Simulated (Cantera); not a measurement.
An isothermal plug-flow reactor at 950 K and 760 Torr (inlet), inlet velocity 1.3 m/s, active area per volume 3700 1/m; feed 0.523 % CH4, 18.5 % O2, 81.0 % N2.

Model: Deutschmann's 1995 Pt surface mechanism with GRI-Mech 3.0 gas chemistry, integrated in Cantera. Catalytic surfaces can have several steady states; this one follows from the mechanism file's or the stated starting coverage. Mass transfer to the wall is taken as infinitely fast.

x: gas mole fraction; θ: surface coverage.

| z (m) | x CH4 | x O2 | x H2O | x CO2 | x CO | θ free Pt | θ O* |
|---|---|---|---|---|---|---|---|
| 4e-05 | 0.00522 | 0.185 | 2.67e-5 | 1.26e-5 | ___ | 0.122 | 0.877 |
| 8.6e-05 | 0.00520 | 0.185 | 5.73e-5 | 2.74e-5 | ___ | 0.122 | 0.877 |
| 0.00019 | 0.00517 | 0.184 | 0.000126 | 6.14e-5 | 1.69e-6 | 0.122 | 0.877 |
| 0.0004 | 0.00510 | 0.184 | 0.000264 | 0.000130 | 1.78e-6 | 0.122 | 0.877 |
| 0.00086 | 0.00495 | 0.184 | 0.000559 | 0.000278 | 1.73e-6 | 0.122 | 0.877 |
| 0.0019 | 0.00463 | 0.183 | 0.00120 | 0.000596 | 1.62e-6 | 0.122 | 0.877 |
| 0.004 | 0.00405 | 0.182 | 0.00236 | 0.00118 | ___ | 0.123 | 0.877 |

**Question.** Some entries are withheld; supply them.

**Answer.** 
- 4e-05, x CO: 7.95e-7
- 8.6e-05, x CO: 1.29e-6
- 0.004, x CO: 1.42e-6
